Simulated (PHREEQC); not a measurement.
Make-up at 25 °C: 0.0013 mol/kgw H2S, 0.00082 mol/kgw NaCl and 0.00033 mol/kgw FeCl2. Closed to the air; pH follows from the charge balance.

All values are PHREEQC results (ion-association model, phreeqc.dat), not measurements.

Question: The ionic strength comes out as 0.00181 mol/kgw. What activity coefficients do H+, HS-, Cl-, Na+, Fe+2 get?

Answer: H+ 0.96, HS- 0.95, Cl- 0.95, Na+ 0.95, Fe+2 0.83.

No solid was allowed to form. The solution is supersaturated, for example in Mackinawite, so a real one may precipitate; this is no full list.
